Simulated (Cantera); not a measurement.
Input (Python, Cantera):

```python
import numpy as np
import cantera as ct

gas = ct.Solution("gri30.yaml")
gas.TPX = 450, 13332, {'CO': 1, 'H2': 0.12, 'CH4': 0.033, 'O2': 0.569, 'N2': 1.54}
flame = ct.FreeFlame(gas, width=0.16)
flame.set_refine_criteria(ratio=3, slope=0.08, curve=0.16)
flame.transport_model = "mixture-averaged"
flame.solve(loglevel=0, auto=True)
z, T = flame.grid, flame.T
thick = (T[-1] - T[0]) / np.gradient(T, z).max()
show = ['CO', 'H2', 'CH4', 'CH2O', 'C2H6', 'NO2']
print(f"laminar burning velocity  {flame.velocity[0] * 100:.3f} cm/s")
print(f"burnt temperature         {T[-1]:.1f} K")
print(f"thermal thickness         {thick * 1e3:.4f} mm")
print(f"grid points               {len(z)}")
z0 = z[flame.heat_release_rate.argmax()]
print(f"{'z/mm':>9s}{'T/K':>9s}{'u/(m/s)':>9s}" + "".join(f"{s:>11s}" for s in show))
rows = []
for k in (-3, -2, -1.5, -1, -0.5, -0.25, 0, 0.25, 0.5, 1, 2, 4, 8):
    zz = z0 + k * thick
    rows.append([k * thick, np.interp(zz, z, T), np.interp(zz, z, flame.velocity),
                 *(np.interp(zz, z, flame.X[gas.species_index(s)]) for s in show)])
    print(f"{rows[-1][0] * 1e3:9.3f}{rows[-1][1]:9.1f}{rows[-1][2]:9.3f}" + "".join(f"{x:11.3e}" for x in rows[-1][3:]))
```

It prints:

```
laminar burning velocity  183.323 cm/s
burnt temperature         2455.3 K
thermal thickness         5.6600 mm
grid points               185
     z/mm      T/K  u/(m/s)         CO         H2        CH4       CH2O       C2H6        NO2
  -16.980    450.0    1.833  3.066e-01  3.679e-02  1.012e-02 -2.503e-14  1.090e-15 -2.167e-16
  -11.320    450.0    1.833  3.066e-01  3.679e-02  1.012e-02 -1.958e-14  1.101e-15 -2.167e-16
   -8.490    450.0    1.833  3.066e-01  3.679e-02  1.012e-02  1.117e-13  1.373e-15 -2.166e-16
   -5.660    450.0    1.833  3.066e-01  3.677e-02  1.012e-02  5.022e-11  1.456e-13 -1.918e-16
   -2.830    456.5    1.859  3.064e-01  3.639e-02  1.012e-02  6.736e-07  1.098e-08  4.322e-13
   -1.415    618.2    2.510  2.991e-01  3.350e-02  9.844e-03  8.242e-06  4.128e-07  2.694e-12
    0.000   1056.6    4.274  2.719e-01  2.050e-02  2.831e-03  6.803e-05  2.605e-07  1.745e-11
    1.415   1332.7    5.312  2.134e-01  6.885e-03  5.155e-06  3.540e-07  6.028e-13  1.226e-10
    2.830   1468.9    5.761  1.734e-01  6.207e-03  1.705e-09  2.587e-10  2.374e-19  2.593e-10
    5.660   1606.9    6.206  1.511e-01  7.114e-03  4.184e-15  4.667e-11 -2.199e-27  4.921e-10
   11.320   1744.6    6.670  1.503e-01  7.397e-03  2.071e-17  2.964e-11 -7.332e-29  8.878e-10
   22.640   1898.8    7.177  1.487e-01  7.104e-03  5.108e-18  2.408e-11 -1.269e-29  1.579e-09
   45.280   2060.8    7.692  1.426e-01  6.400e-03  2.182e-18  2.325e-11 -2.073e-30  3.751e-09
```

Model: GRI-Mech 3.0 (53 species, 325 reactions), integrated in Cantera. Burning velocities carry a grid error of a few per cent, more on coarse grids.
